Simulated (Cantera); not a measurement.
A Cantera script and what it prints.

```python
import numpy as np
import cantera as ct

gas_names = [...]  # 113 gases of nasa_gas.yaml made of C, H, O, Ta
cond_names = """
    C(gr) C6H6(L) C7H8(L) C8H18(L),n-octa H2O(s) H2O(L) Ta(cr) Ta(L) TaC(s) TaC(L) Ta2O5(s) Ta2O5(L)
""".split()


# ... load() reads the species with a 1 bar reference pressure and builds the phases ...
atoms = {
    'Ta(OEt)5': {'Ta': 1, 'C': 10, 'H': 25, 'O': 5},
    'CO2': {'C': 1, 'O': 2},
    'H2': {'H': 2},
    'H2O': {'H': 2, 'O': 1},
}
top_T = {'C(gr)': 4500}  # K; cautious upper limits of use, not melting points


# ... equilibrate(T, P, feed) seeds the gas with the atoms and calls Mixture.equilibrate('TP', solver="vcs", rtol=1e-11, max_steps=5000) ...
results = []
feed = {'Ta(OEt)5': 1, 'CO2': 0.15, 'H2': 1.8, 'H2O': 0.094}  # mol
P = 17  # Pa
for T in [1073, 1173, 1273, 1373, 1473, 1573, 1673, 1773, 1873, 1973, 2073, 2173]:
    mix = equilibrate(T, P, feed)
    results.append((T, P, feed, dict(zip(mix.species_names, mix.species_moles))))

top = {s: max(r[3][s] / sum(r[3][g] for g in gas_names) for r in results) for s in gas_names}
cols = sorted((s for s in top if top[s] > 1e-05), key=lambda s: -top[s])[:5]
seen = [c for c in cond_names if any(r[3].get(c, 0) > 1e-12 for r in results)]
print("log10 of partial pressures in bar; condensed amounts in mol")
print(f"{'T/K':>10s}" + "".join(f"{s[:9]:>10s}" for s in cols + seen))
for T, P, feed, n in results:
    ng = sum(n[g] for g in gas_names)
    print(f"{T:10.4g}" + "".join(f"{np.log10(max(n[s] / ng * P / 1e5, 1e-99)):10.3f}" for s in cols)
          + "".join(f"{n.get(c, 0):10.4g}" for c in seen))
```

Result:

```
log10 of partial pressures in bar; condensed amounts in mol
       T/K        H2        CO         H C2H2,acet       C2H     C(gr)    TaC(s)
      1073    -3.908    -4.334    -9.807   -12.052   -22.299     3.756         1
      1173    -3.908    -4.334    -8.882   -11.121   -19.954     3.756         1
      1273    -3.908    -4.334    -8.101   -10.338   -17.979     3.756         1
      1373    -3.908    -4.334    -7.431    -9.670   -16.293     3.756         1
      1473    -3.908    -4.334    -6.852    -9.095   -14.838     3.756         1
      1573    -3.909    -4.335    -6.345    -8.594   -13.569     3.755         1
      1673    -3.912    -4.336    -5.899    -8.156   -12.453     3.754         1
      1773    -3.917    -4.338    -5.505    -7.771   -11.466     3.752         1
      1873    -3.930    -4.343    -5.155    -7.435   -10.589     3.747         1
      1973    -3.954    -4.353    -4.847    -7.147    -9.808     3.739         1
      2073    -3.997    -4.369    -4.578    -6.908    -9.114     3.725         1
      2173    -4.070    -4.395    -4.352    -6.727    -8.501     3.704         1
```

Method: chemical equilibrium by Gibbs-energy minimisation in Cantera with the NASA 1993 tables (ideal gas, pure condensed phases). The feed counts by its element totals alone. TaC: taken at fixed stoichiometry. Condensed phases not in the tables: Ta2C.
